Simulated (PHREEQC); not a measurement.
Dissolve 0.0047 mol MgCl2 and 0.00046 mol HI per kg of water at 25 °C. Closed to the air; pH follows from the charge balance.

Computed with PHREEQC (ion-association model, wateq4f.dat).

The pH is 3.38, the ionic strength comes out as 0.0146 mol/kgw and the total alkalinity is -0.460 meq/kg.

| species | molality | activity | log γ |
|---|---|---|---|
| Cl- | 0.00940 | 0.00830 | -0.054 |
| Mg+2 | 0.00470 | 0.00297 | -0.199 |
| H+ | 0.000460 | 0.000414 | -0.045 |
| I- | 0.000460 | 0.000407 | -0.053 |

No solid was allowed to form.
